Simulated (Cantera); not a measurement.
Charge: 1 mol Si, 8 mol Cl₂, 17 mol N₂, a varied amount of NF₃, held at 1323 K and 0.0133 bar.

Method: chemical equilibrium by Gibbs-energy minimisation in Cantera with the NASA 1993 tables (ideal gas, pure condensed phases). Candidate condensed phases: Si, Si₃N₄; 24 gas species. Kinetics and transport are ignored.

x: gas mole fraction; nothing condenses.

```csv
n(NF₃) (mol),x N₂,x ClF,x Cl₂,x F,x Cl,x SiF₄,x SiCl₄
0.74,0.660,2.53e-8,0.238,2.91e-9,0.0641,0.0211,0.0169
0.89,0.655,…,0.243,…,0.0648,…,…
1.1,0.648,3.70e-8,0.250,4.16e-9,0.0657,0.0305,0.00646
1.3,0.641,6.42e-8,0.256,7.14e-9,0.0665,0.0354,0.000909
1.5,0.635,0.0161,0.246,0.00182,0.0652,0.0358,<1e-12
1.9,0.624,0.0528,0.221,0.00631,0.0617,0.0347,<1e-12
2.2,0.615,…,…,…,0.0592,0.0340,<1e-12
2.7,0.602,0.119,0.176,0.0159,0.0551,0.0328,<1e-12
3.3,0.587,0.162,0.146,0.0238,0.0502,0.0315,<1e-12
3.9,0.573,0.200,0.119,0.0326,0.0453,0.0302,<1e-12
4.7,0.555,0.243,0.0881,0.0461,0.0390,0.0287,<1e-12
5.7,0.533,0.285,0.0569,0.0671,0.0313,0.0269,<1e-12
```

Fill in the missing entries.


- 0.89, x ClF: 2.91e-8
- 0.89, x F: 3.31e-9
- 0.89, x SiF₄: 0.0251
- 0.89, x SiCl₄: 0.0125
- 2.2, x ClF: 0.0786
- 2.2, x Cl₂: 0.203
- 2.2, x F: 0.00980
